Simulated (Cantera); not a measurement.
## Equilibrium for iron carbonyl, mercury and lead vapours: PbO + O2 + H2

Feed: 1 mol PbO, 0.91 mol O2, 0.24 mol H2, equilibrated at 0.100 bar.

Cantera equilibrium calculation (NASA polynomials, part measured and part estimated; ideal gas, pure solids and liquids). Candidate condensed phases: H2O, Pb, PbO, PbO2, Pb3O4; 12 gas species. Gases not in the tables: (PbO)n polymers. Kinetics and transport are ignored.

```json
[
 {"T (°C)": "475", "x O2": "0.767", "x H2O": "0.233", "x PbO": "3.71e-11", "x OH": "6.01e-10", "x Pb": "<1e-12", "n PbO(red)": "1.00", "n PbO(yellow)": "0", "n PbO(l)": "0"},
 {"T (°C)": "525", "x O2": "0.767", "x H2O": "0.233", "x PbO": "6.30e-10", "x OH": "3.08e-9", "x Pb": "<1e-12", "n PbO(red)": "0", "n PbO(yellow)": "1.00", "n PbO(l)": "0"},
 {"T (°C)": "575", "x O2": "0.767", "x H2O": "0.233", "x PbO": "7.58e-9", "x OH": "1.30e-8", "x Pb": "<1e-12", "n PbO(red)": "0", "n PbO(yellow)": "1.00", "n PbO(l)": "0"},
 {"T (°C)": "625", "x O2": "0.767", "x H2O": "0.233", "x PbO": "6.87e-8", "x OH": "4.69e-8", "x Pb": "1.40e-12", "n PbO(red)": "0", "n PbO(yellow)": "1.00", "n PbO(l)": "0"},
 {"T (°C)": "675", "x O2": "0.767", "x H2O": "0.233", "x PbO": "4.90e-7", "x OH": "1.48e-7", "x Pb": "2.43e-11", "n PbO(red)": "0", "n PbO(yellow)": "1.000", "n PbO(l)": "0"},
 {"T (°C)": "725", "x O2": "0.767", "x H2O": "0.233", "x PbO": "2.85e-6", "x OH": "4.15e-7", "x Pb": "3.15e-10", "n PbO(red)": "0", "n PbO(yellow)": "1.000", "n PbO(l)": "0"},
 {"T (°C)": "775", "x O2": "0.767", "x H2O": "0.233", "x PbO": "1.39e-5", "x OH": "1.06e-6", "x Pb": "3.18e-9", "n PbO(red)": "0", "n PbO(yellow)": "1.000", "n PbO(l)": "0"},
 {"T (°C)": "825", "x O2": "0.767", "x H2O": "0.233", "x PbO": "5.86e-5", "x OH": "2.47e-6", "x Pb": "2.58e-8", "n PbO(red)": "0", "n PbO(yellow)": "1.000", "n PbO(l)": "0"},
 {"T (°C)": "875", "x O2": "0.767", "x H2O": "0.233", "x PbO": "0.000217", "x OH": "5.37e-6", "x Pb": "1.74e-7", "n PbO(red)": "0", "n PbO(yellow)": "1.000", "n PbO(l)": "0"},
 {"T (°C)": "925", "x O2": "0.766", "x H2O": "0.233", "x PbO": "0.000655", "x OH": "1.09e-5", "x Pb": "9.12e-7", "n PbO(red)": "0", "n PbO(yellow)": "0", "n PbO(l)": "0.999"},
 {"T (°C)": "975", "x O2": "0.766", "x H2O": "0.233", "x PbO": "0.00176", "x OH": "2.10e-5", "x Pb": "4.07e-6", "n PbO(red)": "0", "n PbO(yellow)": "0", "n PbO(l)": "0.998"},
 {"T (°C)": "1025", "x O2": "0.764", "x H2O": "0.232", "x PbO": "0.00436", "x OH": "3.84e-5", "x Pb": "1.61e-5", "n PbO(red)": "0", "n PbO(yellow)": "0", "n PbO(l)": "0.995"}
]
```
x: gas mole fraction; n: condensed amount in mol.

At 475 °C the condensed part is PbO(red). From 525 °C to 875 °C the condensed part is PbO(yellow). From 925 °C to 1025 °C the condensed part is PbO(l).
